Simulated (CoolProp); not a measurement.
A single-stage vapour-compression cycle with chlorine: evaporating at 294.15 K (dew point), condensing at 323.15 K (bubble point), superheat 10 K, subcooling 2 K, compressor efficiency 0.65, no pressure losses. Each further row changes one setting.

The numbers come from the reference Helmholtz-energy equation of state, Thol 2021 in CoolProp.

```csv
case,cooling COP,pressure ratio,discharge temperature (K),refrigerating effect (kJ/kg),volumetric capacity (kJ/m³)
as stated,5.74,2.08,389.2,229,4900
evaporating temperature 299.15 K,7.17,1.81,377.9,231,(withheld)
condensing temperature 318.15 K,7.07,1.85,(withheld),235,5010
subcooling 7 K,5.87,2.08,389.2,235,5010
superheat 20 K,(withheld),2.08,402.1,235,4810
compressor efficiency 0.55,4.86,2.08,401.9,229,4900
```

**Question.** What belongs in the gaps?

**Answer.** 
- evaporating temperature 299.15 K, volumetric capacity (kJ/m³): 5610
- condensing temperature 318.15 K, discharge temperature (K): 374.8
- superheat 20 K, cooling COP: 5.63
